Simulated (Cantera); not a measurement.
A closed system holds: 1 mol MgO, 0.57 mol C, 0.3 mol CO, held at 2648 K and 1.00 bar.

Method: chemical equilibrium by Gibbs-energy minimisation in Cantera with the NASA 1993 tables (ideal gas, pure condensed phases). Candidate condensed phases: C, Mg, MgCO3, MgO; 15 gas species. Rates play no part.

Base state: CO 0.598, Mg 0.398, CO2 0.00351, MgO 0.000297, O 1.31e-5 (mole fractions); condensed: MgO(s).

Q: What changes in the equilibrium state with this change: temperature from 2648 K to 900 K?

A: 
| species | before | after |
|---|---|---|
| CO2 | 0.00351 | 0.657 |
| CO | 0.598 | 0.343 |
| Mg | 0.398 | <1e-9 |
| MgO | 0.000297 | <1e-9 |
| O | 1.31e-5 | <1e-9 |
| MgO(s), mol | 0.424 | 1.00 |
| C(graphite), mol | 0 | 0.689 |
